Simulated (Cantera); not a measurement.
A jet of 2.09 % CH4, 11.0 % O2, 86.9 % N2 at 300 K and 0.0355 atm hits a platinum plate 2.5 cm away at a mass flux of 0.057 kg/m²/s; the plate temperature is set and raised in steps from an oxygen-covered start.

Computed with Cantera and Deutschmann's 1995 Pt surface mechanism with GRI-Mech 3.0 gas chemistry. Catalytic surfaces can have several steady states; this one follows from the mechanism file's or the stated starting coverage.

x: mole fraction at the wall; θ: surface coverage.

```tsv
plate T (K)	wall x CH4	wall x O2	wall x H2O	wall x OH	wall x CO	wall x CO2	θ free Pt	θ O*
950	0.0146	0.0967	0.0117	___	8.81e-6	0.00763	0.326	0.673
1000	0.0125	0.0923	0.0155	___	1.03e-5	0.0102	0.401	0.598
1050	0.0107	0.0884	0.0189	___	1.19e-5	0.0124	0.475	0.525
1100	0.00922	0.0852	0.0216	___	1.37e-5	0.0142	0.545	0.455
1150	0.00808	0.0828	0.0236	___	1.61e-5	0.0156	0.611	0.389
1200	0.00716	0.0809	0.0253	___	1.90e-5	0.0166	0.671	0.329
```

Task: Complete the blanks.

Result: 
- 950, wall x OH: 8.31e-8
- 1000, wall x OH: 2.38e-7
- 1050, wall x OH: 5.93e-7
- 1100, wall x OH: 1.33e-6
- 1150, wall x OH: 2.71e-6
- 1200, wall x OH: 5.14e-6
